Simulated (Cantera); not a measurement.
An adiabatic, constant-pressure homogeneous reactor starts with 10.8 % H2, 16.8 % O2, 72.4 % N2, equivalence ratio 0.32, at 1300 K and 5.50 bar.

Detailed kinetics in Cantera: GRI-Mech 3.0 (53 species, 325 reactions). The hydrogen kinetics of GRI-Mech 3.0 are dated; newer H2 mechanisms differ, most at raised pressure.

x: mole fraction; the columns are a selection and need not sum to one.

```tsv
t (s)	T (K)	x H2	x O2	x OH	x H2O	x NO	x H
9.00e-6	1723	0.0109	0.116	0.0107	0.0885	___	0.0125
2.45e-5	2039	0.000415	0.119	0.00402	0.111	1.78e-5	0.000131
6.65e-5	2057	8.50e-5	0.120	0.00190	0.113	1.91e-5	1.27e-5
0.000181	2059	6.23e-5	0.120	0.00164	0.113	2.04e-5	8.15e-6
0.000492	2059	6.21e-5	0.120	0.00164	0.113	___	8.13e-6
0.00134	2059	6.21e-5	0.120	0.00164	0.113	___	8.13e-6
0.00364	2059	6.21e-5	0.120	0.00164	0.113	___	8.12e-6
0.00989	2059	6.20e-5	0.120	0.00164	0.113	___	8.11e-6
0.0269	2058	6.19e-5	0.120	0.00163	0.113	___	8.08e-6
0.0732	2057	6.15e-5	0.120	0.00163	0.113	___	8.01e-6
0.199	2055	6.06e-5	0.119	0.00161	0.113	___	7.83e-6
0.541	2050	5.88e-5	0.118	0.00157	0.113	___	7.48e-6
1.47	2045	5.71e-5	0.117	0.00153	0.113	0.00591	7.14e-6
4.00	2044	5.67e-5	0.117	0.00152	0.113	0.00635	7.07e-6
```

Question: What belongs in the gaps?

Answer: 
- 9.00e-6, x NO: 5.93e-6
- 0.000492, x NO: 2.33e-5
- 0.00134, x NO: 3.14e-5
- 0.00364, x NO: 5.35e-5
- 0.00989, x NO: 0.000113
- 0.0269, x NO: 0.000274
- 0.0732, x NO: 0.000698
- 0.199, x NO: 0.00175
- 0.541, x NO: 0.00383
